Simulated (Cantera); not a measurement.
What does this Cantera script print?

```python
import numpy as np
import cantera as ct

gas_names = [...]  # 113 gases of nasa_gas.yaml made of C, H, O, Ti
cond_names = """
    C(gr) C6H6(L) C7H8(L) C8H18(L),n-octa H2O(s) H2O(L) Ti(a) Ti(b) Ti(L) TiC(s) TiC(L) TiO(a) TiO(b)
    TiO(L) TiO2(ru) TiO2(L) Ti2O3(a) Ti2O3(b) Ti2O3(L) Ti3O5(a) Ti3O5(b) Ti3O5(L) Ti4O7(s) Ti4O7(L)
""".split()


# ... load() reads the species with a 1 bar reference pressure and builds the phases ...
atoms = {
    'TiO2': {'Ti': 1, 'O': 2},
    'CO': {'C': 1, 'O': 1},
    'H2': {'H': 2},
}
top_T = {'C(gr)': 4500}  # K; cautious upper limits of use, not melting points


# ... equilibrate(T, P, feed) seeds the gas with the atoms and calls Mixture.equilibrate('TP', solver="vcs", rtol=1e-11, max_steps=5000) ...
results = []
T = 1623.15  # K
P = 133.322  # Pa
for m in [0.35, 0.48, 0.66, 0.92, 1.3, 1.8, 2.4, 3.4, 4.7, 6.5, 9, 12]:
    feed = {'TiO2': 1, 'CO': 3.5, 'H2': m}  # mol
    mix = equilibrate(T, P, feed)
    results.append((T, P, feed, dict(zip(mix.species_names, mix.species_moles))))
    x = sorted(zip(gas.X, gas.species_names), reverse=True)
    print(f"T = {T:g} K  P = {P:g} Pa  n(H2) = {m:g} mol  gas = {mix.phase_moles(0):.4g} mol")
    print("   x: " + "  ".join(f"{s} {v:.3e}" for v, s in x if v > 0.0001))
    print("   condensed (mol): " + ("  ".join(f"{mix.phase(i).name} {mix.phase_moles(i):.4g}"
          for i in range(1, mix.n_phases) if mix.phase_moles(i) > 1e-12) or "none"))
```

It prints:

```
T = 1623.15 K  P = 133.322 Pa  n(H2) = 0.35 mol  gas = 3.851 mol
   x: CO 8.981e-01  H2 8.736e-02  CO2 1.076e-02  H2O 3.247e-03  H 5.603e-04
   condensed (mol): TiO2(ru) 0.7842  Ti4O7(s) 0.05396
T = 1623.15 K  P = 133.322 Pa  n(H2) = 0.48 mol  gas = 3.981 mol
   x: CO 8.687e-01  H2 1.159e-01  CO2 1.041e-02  H2O 4.309e-03  H 6.455e-04
   condensed (mol): TiO2(ru) 0.7656  Ti4O7(s) 0.05861
T = 1623.15 K  P = 133.322 Pa  n(H2) = 0.66 mol  gas = 4.162 mol
   x: CO 8.311e-01  H2 1.526e-01  CO2 9.961e-03  H2O 5.671e-03  H 7.405e-04
   condensed (mol): TiO2(ru) 0.7398  Ti4O7(s) 0.06505
T = 1623.15 K  P = 133.322 Pa  n(H2) = 0.92 mol  gas = 4.422 mol
   x: CO 7.821e-01  H2 2.002e-01  CO2 9.374e-03  H2O 7.441e-03  H 8.483e-04
   condensed (mol): TiO2(ru) 0.7026  Ti4O7(s) 0.07436
T = 1623.15 K  P = 133.322 Pa  n(H2) = 1.3 mol  gas = 4.802 mol
   x: CO 7.202e-01  H2 2.605e-01  H2O 9.684e-03  CO2 8.632e-03  H 9.677e-04
   condensed (mol): TiO2(ru) 0.6481  Ti4O7(s) 0.08797
T = 1623.15 K  P = 133.322 Pa  n(H2) = 1.8 mol  gas = 5.303 mol
   x: CO 6.522e-01  H2 3.268e-01  H2O 1.215e-02  CO2 7.817e-03  H 1.084e-03
   condensed (mol): TiO2(ru) 0.5765  Ti4O7(s) 0.1059
T = 1623.15 K  P = 133.322 Pa  n(H2) = 2.4 mol  gas = 5.904 mol
   x: CO 5.858e-01  H2 3.914e-01  H2O 1.455e-02  CO2 7.022e-03  H 1.186e-03
   condensed (mol): TiO2(ru) 0.4906  Ti4O7(s) 0.1274
T = 1623.15 K  P = 133.322 Pa  n(H2) = 3.4 mol  gas = 6.905 mol
   x: CO 5.009e-01  H2 4.742e-01  H2O 1.762e-02  CO2 6.004e-03  H 1.305e-03
   condensed (mol): TiO2(ru) 0.3474  Ti4O7(s) 0.1632
T = 1623.15 K  P = 133.322 Pa  n(H2) = 4.7 mol  gas = 8.206 mol
   x: H2 5.516e-01  CO 4.215e-01  H2O 2.050e-02  CO2 5.052e-03  H 1.408e-03
   condensed (mol): TiO2(ru) 0.1612  Ti4O7(s) 0.2097
T = 1623.15 K  P = 133.322 Pa  n(H2) = 6.5 mol  gas = 10.01 mol
   x: H2 6.276e-01  CO 3.460e-01  H2O 2.121e-02  CO2 3.770e-03  H 1.502e-03
   condensed (mol): Ti4O7(s) 0.25
T = 1623.15 K  P = 133.322 Pa  n(H2) = 9 mol  gas = 12.51 mol
   x: H2 7.009e-01  CO 2.775e-01  H2O 1.772e-02  CO2 2.262e-03  H 1.587e-03
   condensed (mol): Ti4O7(s) 0.25
T = 1623.15 K  P = 133.322 Pa  n(H2) = 12 mol  gas = 15.51 mol
   x: H2 7.580e-01  CO 2.242e-01  H2O 1.471e-02  H 1.651e-03  CO2 1.403e-03
   condensed (mol): Ti4O7(s) 0.25
```

These are equilibrium values from Cantera (NASA tables, ideal gas, pure condensed phases), not measurements of a reactor. Mutual solubility and eutectic melting of coexisting phases are not modelled. Condensed phases not in the tables: Magnéli phases beyond Ti4O7.
